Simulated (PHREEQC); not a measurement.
Model water analysis in mmol/kgw, 81 °C, pH 6.22, pe 11.2: Na 0.137; K 0.045; Ca 0.276; Mg 0.00867; Cl 0.0927; S(6) 0.192; Alkalinity (meq/kgw) 0.297; Ba 0.000356; Li 0.00356.

Valence states are taken as typed.

Equilibrium calculation in PHREEQC: ion-association model, phreeqc.dat.

```yaml
ionic_strength: 0.00120 mol/kgw
specific_conductance: 224 µS/cm
charge_balance_error: -1.2 %
```

| species | molality | activity | log γ |
|---|---|---|---|
| O2 | 0.166 | 0.166 | 0.000 |
| CO2 | 0.000376 | 0.000376 | 0.000 |
| HCO3- | 0.000296 | 0.000283 | -0.019 |
| Ca+2 | 0.000266 | 0.000224 | -0.075 |
| SO4-2 | 0.000182 | 0.000153 | -0.075 |
| Na+ | 0.000137 | 0.000131 | -0.019 |
| Cl- | 9.27e-5 | 8.87e-5 | -0.019 |
| K+ | 4.49e-5 | 4.30e-5 | -0.019 |
| CaSO4 | 8.69e-6 | 8.69e-6 | 0.000 |
| Mg+2 | 7.83e-6 | 6.60e-6 | -0.074 |
| Li+ | 3.56e-6 | 3.41e-6 | -0.019 |
| CaHCO3+ | 1.26e-6 | 1.20e-6 | -0.019 |
| MgSO4 | 7.98e-7 | 7.99e-7 | 0.000 |
| H+ | 6.28e-7 | 6.03e-7 | -0.018 |

No solid was allowed to form. Complexes and solids missing from the database can't appear. At this temperature some constants are extrapolated from 25 °C, and those without enthalpy data are left unchanged.
